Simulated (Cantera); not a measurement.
**LiOH + O2 (calcination and drying)**

Feed: 1 mol LiOH, 0.076 mol O2, at 10000 Pa.

Cantera equilibrium calculation (NASA polynomials, part measured and part estimated; ideal gas, pure solids and liquids). Candidate condensed phases: H2O, Li, LiH, LiOH, Li2O; 17 gas species. Kinetics and transport are ignored.

| T (K) | x H2O | x LiOH | x O2 | x Li2(OH)2 | x OH | x Li2O | x H2 | x O | n Li2O(s) |
|---|---|---|---|---|---|---|---|---|---|
| 1100 | 0.868 | 0.000479 | 0.132 | 3.93e-5 | 3.17e-6 | 1.28e-10 | 9.95e-9 | 2.87e-9 | 0.500 |
| 1150 | 0.867 | 0.00114 | 0.132 | 6.79e-5 | 6.87e-6 | 9.23e-10 | 3.24e-8 | 9.54e-9 | 0.500 |
| 1200 | 0.866 | 0.00250 | 0.132 | 0.000112 | 1.39e-5 | 5.62e-9 | 9.58e-8 | 2.88e-8 | 0.499 |
| 1250 | 0.863 | 0.00515 | 0.132 | 0.000175 | 2.67e-5 | 2.94e-8 | 2.60e-7 | 7.94e-8 | 0.498 |
| 1300 | 0.858 | 0.00999 | 0.131 | 0.000264 | 4.86e-5 | 1.35e-7 | 6.50e-7 | 2.03e-7 | 0.497 |
| 1350 | 0.850 | 0.0184 | 0.131 | 0.000383 | 8.45e-5 | 5.48e-7 | 1.52e-6 | 4.82e-7 | 0.494 |
| 1400 | 0.837 | 0.0322 | 0.130 | 0.000535 | 0.000140 | 2.01e-6 | 3.32e-6 | 1.08e-6 | 0.490 |
| 1450 | 0.817 | 0.0538 | 0.128 | 0.000720 | 0.000224 | 6.70e-6 | 6.83e-6 | 2.28e-6 | 0.484 |
| 1500 | 0.786 | 0.0862 | 0.126 | 0.000932 | 0.000343 | 2.05e-5 | 1.32e-5 | 4.55e-6 | 0.473 |
| 1550 | 0.743 | 0.132 | 0.123 | 0.00116 | 0.000506 | 5.81e-5 | 2.42e-5 | 8.68e-6 | 0.458 |
x: gas mole fraction; n: condensed amount in mol.

From 1100 K to 1550 K the condensed part is Li2O(s). The main Li-bearing gas is LiOH throughout. The share of Li in condensed phases is highest at 1100 K (100.0 %) and lowest at 1550 K (91.7 %).
